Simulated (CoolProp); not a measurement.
Saturated liquid density (kg/m³) of R143a: the reference equation beside estimates from Tc = 345.9 K, pc = 37.62 bar, ω = 0.261. Rackett uses Z = 0.29056 − 0.08775 ω.

Computed with CoolProp (reference Helmholtz-energy equation of state, Lemmon and Jacobsen 2000).

```tsv
T (K)	reference	Rackett	van der Waals	Redlich-Kwong	Soave-Redlich-Kwong	Peng-Robinson
213.2	1200	1120	670.0	984.3	1017	1148
219.3	1184	1105	661.5	969.6	1004	1134
225.3	1168	1090	652.9	954.6	989.7	1119
231.3	1152	1074	644.1	939.1	975.3	1103
237.3	1135	1059	635.0	923.0	960.3	1087
243.3	1117	1043	625.6	906.4	944.5	1070
249.3	1100	1026	615.9	889.1	928.0	1051
255.4	1081	1009	605.7	870.8	910.4	1032
```

Absolute difference from the reference over all 8 rows, mean and median: Rackett 6.7 and 6.7 %, van der Waals 44.1 and 44.1 %, Redlich-Kwong 18.6 and 18.6 %, Soave-Redlich-Kwong 15.4 and 15.4 %, Peng-Robinson 4.3 and 4.2 %.
